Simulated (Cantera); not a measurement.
Ignition delay

Mixture: 20.7 % CO, 1.16 % H2, 0.951 % CH4, 16.2 % O2, 61.0 % N2, equivalence ratio 0.79, at 2180 Torr, adiabatic and at constant pressure. Ignition delay is the time to a rise of 400 K.

Computed with Cantera and GRI-Mech 3.0 (53 species, 325 reactions).

```json
[
 {"T0 (K)": "1175", "delay (ms)": "0.166"},
 {"T0 (K)": "1250", "delay (ms)": "0.0828"},
 {"T0 (K)": "1325", "delay (ms)": "0.0521"},
 {"T0 (K)": "1400", "delay (ms)": "0.0377"},
 {"T0 (K)": "1475", "delay (ms)": "0.0297"}
]
```

The apparent activation energy between 1325 and 1475 K is 61 kJ/mol.
